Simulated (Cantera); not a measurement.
Feed: 1 mol Fe2O3, 1.5 mol CO, 6.3 mol N2, 0.87 mol C.

These are equilibrium values from Cantera (NASA tables, ideal gas, pure condensed phases), not measurements of a reactor. Candidate condensed phases: C, Fe, Fe(CO)5, FeO, Fe2O3, Fe3O4; 27 gas species. Each liquid is taken as pure. Mutual solubility and eutectic melting of coexisting phases are not modelled. The tables' stoichiometric FeO is somewhat more stable than real wüstite, so its field is too wide. FeO: taken at fixed stoichiometry. The numbers say what is thermodynamically allowed, not how fast it happens.

Q: What condenses at these points (T in °C, P in Pa): (1077, 460); (1677, 68); (1527, 460); (1227, 460); (1977, 68); (2277, 460)?

A: 
```json
[
 {"T (°C)": "1077", "P in Pa": "460", "condensed phases": "Fe + FeO", "Fe condensed (%)": "100.0"},
 {"T (°C)": "1677", "P in Pa": "68", "condensed phases": "FeO", "Fe condensed (%)": "67.1"},
 {"T (°C)": "1527", "P in Pa": "460", "condensed phases": "Fe + FeO", "Fe condensed (%)": "97.2"},
 {"T (°C)": "1227", "P in Pa": "460", "condensed phases": "Fe + FeO", "Fe condensed (%)": "100.0"},
 {"T (°C)": "1977", "P in Pa": "68", "condensed phases": "gas only", "Fe condensed (%)": "0.0"},
 {"T (°C)": "2277", "P in Pa": "460", "condensed phases": "gas only", "Fe condensed (%)": "0.0"}
]
```
